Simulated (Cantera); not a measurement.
## Hydrocarbon pyrolysis for carbon deposition

A perfectly stirred reactor is fed with 54.3 % C2H6, 45.7 % N2, at 22.0 Pa; it is held at 1500 K, and followed from long to short residence time.

Cantera simulation using GRI-Mech 3.0 (53 species, 325 reactions); the numbers are that mechanism's predictions, not measurements. GRI-Mech 3.0 stops at C3 and has no aromatics, soot or wall deposition, so with more carbon than oxygen in the feed, carbon stays in small species such as C2H2 where larger ones or solid carbon would form. Radical loss at walls, strong at low pressure, is not modelled.

| τ (s) | x C2H6 | x H2 | x HCN | x C2H2 | x C2H | x CH3 |
|---|---|---|---|---|---|---|
| 0.83 | 0.0196 | 0.271 | 1.31e-7 | 0.150 | 9.70e-7 | 0.0160 |
| 0.31 | 0.0493 | 0.216 | 8.59e-8 | 0.103 | 8.27e-7 | 0.0249 |
| 0.12 | 0.114 | 0.165 | 5.53e-8 | 0.0547 | 5.27e-7 | 0.0352 |
| 0.045 | 0.243 | 0.109 | 3.11e-8 | 0.0176 | 2.02e-7 | 0.0407 |
| 0.017 | 0.403 | 0.0481 | 1.41e-8 | 0.00239 | 3.83e-8 | 0.0322 |
| 0.0064 | 0.502 | 0.0111 | 3.72e-9 | 9.25e-5 | 2.26e-9 | 0.0170 |
| 0.0024 | 0.533 | 0.00119 | 2.03e-10 | 9.99e-7 | 8.14e-12 | 0.00768 |
| 0.00091 | 0.540 | 7.14e-5 | <1e-12 | 6.91e-9 | <1e-12 | 0.00324 |
| 0.00034 | 0.542 | 3.43e-6 | <1e-12 | 7.92e-11 | <1e-12 | 0.00126 |
x: mole fraction; the columns are a selection and need not sum to one.
